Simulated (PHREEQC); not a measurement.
Make-up at 25 °C and 50 atm: 0.12 mol/kgw HF, 0.12 mol/kgw (NH4)2SiF6 and 0.0014 mol/kgw H2SO4. Closed to the air; pH follows from the charge balance.

All values are PHREEQC results (ion-association model, phreeqc.dat), not measurements.

Each row changes one thing in this solution. No solid was allowed to form.

```json
[
 {"case": "as made", "pH": "1.91", "ionic strength (mol/kgw)": "0.376", "HF (mol/kgw)": "0.103", "F- (mol/kgw)": "0.00960", "HF2- (mol/kgw)": "0.00364", "SO4-2 (mol/kgw)": "0.000716"},
 {"case": "H2SO4 from 0.0014 to 0.014 mol/kgw", "pH": "___", "ionic strength (mol/kgw)": "0.394", "HF (mol/kgw)": "0.111", "F- (mol/kgw)": "0.00527", "HF2- (mol/kgw)": "0.00214", "SO4-2 (mol/kgw)": "0.00617"},
 {"case": "(NH4)2SiF6 from 0.12 to 0.06 mol/kgw", "pH": "___", "ionic strength (mol/kgw)": "0.195", "HF (mol/kgw)": "0.104", "F- (mol/kgw)": "0.00889", "HF2- (mol/kgw)": "0.00345", "SO4-2 (mol/kgw)": "0.000758"},
 {"case": "(NH4)2SiF6 replaced by KF at the same molality", "pH": "3.01", "ionic strength (mol/kgw)": "0.122", "HF (mol/kgw)": "0.0914", "F- (mol/kgw)": "0.0882", "HF2- (mol/kgw)": "0.0302", "SO4-2 (mol/kgw)": "0.00106"},
 {"case": "(NH4)2SiF6 left out", "pH": "1.95", "ionic strength (mol/kgw)": "0.0133", "HF (mol/kgw)": "___", "F- (mol/kgw)": "0.00733", "HF2- (mol/kgw)": "0.00294", "SO4-2 (mol/kgw)": "0.000803"},
 {"case": "HF left out", "pH": "2.66", "ionic strength (mol/kgw)": "___", "HF (mol/kgw)": "0.00299", "F- (mol/kgw)": "0.00156", "HF2- (mol/kgw)": "___", "SO4-2 (mol/kgw)": "0.000836"}
]
```

Problem. Fill in the missing entries.

Solution. 
- H2SO4 from 0.0014 to 0.014 mol/kgw, pH: 1.62
- (NH4)2SiF6 from 0.12 to 0.06 mol/kgw, pH: 1.93
- (NH4)2SiF6 left out, HF (mol/kgw): 0.107
- HF left out, ionic strength (mol/kgw): 0.362
- HF left out, HF2- (mol/kgw): 1.71e-5

Species that the database lacks are ignored. Some of these states are supersaturated (in Quartz (slow to form), Chalcedony (slow to form), for instance). Under pressure, the constants of complexes without a molar volume in the database are unreliable. SiF6-2 is the database's only silicon fluoride.
